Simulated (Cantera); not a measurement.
Source: NASA polynomial tables (part measured, part estimated), evaluated in Cantera. Values are per mole of reaction as written; species without (g) are pure solids or liquids, kept so even where they would boil at 1 bar. TiC: taken at fixed stoichiometry.

Question: Between 350 and 550 K, where is each reaction favourable under standard conditions?
- C + TiCl4(g) → 4 Cl(g) + TiC
- CCl4(g) + 8 TiCl3(g) → TiC + 7 TiCl4
- TiCl4 + C → TiC + 4 Cl(g)

Answer: 
- C + TiCl4(g) → 4 Cl(g) + TiC: ΔG° is 951 kJ at 350 K and 884 kJ at 550 K; it stays positive (K < 1). ΔH° is 1069 kJ and ΔS° 335 J/K at 550 K.
- CCl4(g) + 8 TiCl3(g) → TiC + 7 TiCl4: ΔG° is -1036 kJ at 350 K and -854 kJ at 550 K; it stays negative (K > 1). ΔH° is -1317 kJ and ΔS° -842 J/K at 550 K.
- TiCl4 + C → TiC + 4 Cl(g): ΔG° is 956 kJ at 350 K and 873 kJ at 550 K; it stays positive (K < 1). ΔH° is 1098 kJ and ΔS° 410 J/K at 550 K.
